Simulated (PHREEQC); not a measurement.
Consider water at 20 °C with 0.04 mol Al2(SO4)3 per kg of water. Closed to the air; pH follows from the charge balance.

All values are PHREEQC results (ion-association model, phreeqc.dat), not measurements.

```json
[
 {"quantity": "pH", "before": "3.97", "after": "4.14"},
 {"quantity": "ionic strength (mol/kgw)", "before": "0.136", "after": "0.0211"},
 {"quantity": "SO4-2 (mol/kgw)", "before": "0.0310", "after": "0.00518"},
 {"quantity": "HSO4- (mol/kgw)", "before": "0.000128", "after": "2.19e-5"}
]
```

Problem. What was changed between the two runs?
A) 0.0051 mol/kgw NaOH added
B) Al2(SO4)3 from 0.04 to 0.004 mol/kgw
C) 0.041 mol/kgw NH4F added
D) Al2(SO4)3 replaced by Li2SO4 at the same molality

Solution. B, Al2(SO4)3 from 0.04 to 0.004 mol/kgw

This is a speciation only: nothing precipitates in the calculation. Some of these states are supersaturated (in Gibbsite (slow to form), for instance).
